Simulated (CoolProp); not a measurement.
Aqueous ammonia as a coolant, 8 % by mass, freezing at -10.4 °C, 1 atm.

The numbers come from the Melinder's fits for secondary coolants in CoolProp.

```csv
T (°C),conductivity (W/(m K)),cp (kJ/(kg K)),viscosity (mPa s),density (kg/m³)
-8.3,0.491,4.230,2.68,970.1
-5.2,0.498,4.225,2.36,969.9
-2.2,0.504,4.220,2.11,969.6
0.9,0.510,4.214,1.90,969.3
3.9,0.515,4.210,1.73,968.8
6.9,0.520,4.205,1.58,968.3
10,0.526,4.201,1.45,967.6
13,0.530,4.197,1.34,967.0
16.1,0.535,4.194,1.24,966.2
19.1,0.540,4.192,1.15,965.3
22.1,0.546,4.191,1.06,964.4
25.2,0.551,4.190,0.982,963.4
```
